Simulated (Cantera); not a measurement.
What does this Cantera script print?

```python
import numpy as np
import cantera as ct

gas_names = """
    H HO2 H2 H2O H2O2 O OH O2 O3 V VO VO2
""".split()
cond_names = """
    H2O(s) H2O(L) V(cr) V(L) VO(s) VO(L) V2O3(s) V2O3(L) V2O4(I) V2O4(II) V2O4(L) V2O5(s) V2O5(L)
""".split()


# ... load() reads the species with a 1 bar reference pressure and builds the phases ...
atoms = {
    'V2O3': {'V': 2, 'O': 3},
    'H2': {'H': 2},
    'H2O': {'H': 2, 'O': 1},
}
top_T = {}  # K; cautious upper limits of use, not melting points


# ... equilibrate(T, P, feed) seeds the gas with the atoms and calls Mixture.equilibrate('TP', solver="vcs", rtol=1e-11, max_steps=5000) ...
results = []
feed = {'V2O3': 1, 'H2': 0.95, 'H2O': 3.5}  # mol
T = 1323  # K
P = 26  # Pa
mix = equilibrate(T, P, feed)
results.append((T, P, feed, dict(zip(mix.species_names, mix.species_moles))))
x = sorted(zip(gas.X, gas.species_names), reverse=True)
print(f"T = {T:g} K  P = {P:g} Pa  gas = {mix.phase_moles(0):.4g} mol")
print("   x: " + "  ".join(f"{s} {v:.3e}" for v, s in x if v > 1e-06))
print("   condensed (mol): " + ("  ".join(f"{mix.phase(i).name} {mix.phase_moles(i):.4g}"
      for i in range(1, mix.n_phases) if mix.phase_moles(i) > 1e-12) or "none"))
```

Result:

```
T = 1323 K  P = 26 Pa  gas = 4.45 mol
   x: H2O 7.865e-01  H2 2.135e-01  H 4.544e-05  OH 2.422e-06
   condensed (mol): V2O3(s) 1
```

These are equilibrium values from Cantera (NASA tables, ideal gas, pure condensed phases), not measurements of a reactor. Condensed phases not in the tables: the oxides between V2O3 and V2O5 other than VO2.
